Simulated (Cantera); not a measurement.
Feed: 1 mol CsCl, 0.29 mol H₂O, 6.7 mol H₂, held at 2000 K and 1.40 mbar.

Cantera equilibrium calculation (NASA polynomials, part measured and part estimated; ideal gas, pure solids and liquids). Candidate condensed phases: Cs, CsCl, CsOH, H₂O; 22 gas species. Kinetics and transport are ignored.

Base state: H₂ 0.785, CsCl 0.101, H 0.0385, H₂O 0.0349, Cs 0.0198, HCl 0.0193, Cl 0.000704, OH 0.000171 (mole fractions); condensed: gas only.

### Question
What changes in the equilibrium state with this change: 0.44 mol HCl added?

### Answer
```json
[
 {"species": "H₂", "before": "0.785", "after": "0.755"},
 {"species": "CsCl", "before": "0.101", "after": "0.109"},
 {"species": "HCl", "before": "0.0193", "after": "0.0561"},
 {"species": "Cs", "before": "0.0198", "after": "0.00715"},
 {"species": "H₂O", "before": "0.0349", "after": "0.0334"},
 {"species": "H", "before": "0.0385", "after": "0.0378"},
 {"species": "Cl", "before": "0.000704", "after": "0.00209"},
 {"species": "CsOH", "before": "0.000137", "after": "4.82e-5"},
 {"species": "OH", "before": "0.000171", "after": "0.000167"}
]
```

### Question
What changes in the equilibrium state with this change: temperature from 2000 K to 2150 K?

### Answer
```tsv
species	before	after
H₂	0.785	0.723
H	0.0385	0.0959
CsCl	0.101	0.0873
Cs	0.0198	0.0296
HCl	0.0193	0.0272
H₂O	0.0349	0.0332
O	6.13e-6	5.31e-5
Cl	0.000704	0.00263
```

### Question
What changes in the equilibrium state with this change: H₂ from 6.7 to 0.74 mol?

### Answer
| species | before | after |
|---|---|---|
| CsCl | 0.101 | 0.443 |
| H₂ | 0.785 | 0.326 |
| H₂O | 0.0349 | 0.136 |
| HCl | 0.0193 | 0.0326 |
| Cs | 0.0198 | 0.0330 |
| H | 0.0385 | 0.0248 |
| O₂ | 1.18e-7 | 1.03e-5 |
| CsOH | 0.000137 | 0.00138 |
| O | 6.13e-6 | 5.75e-5 |
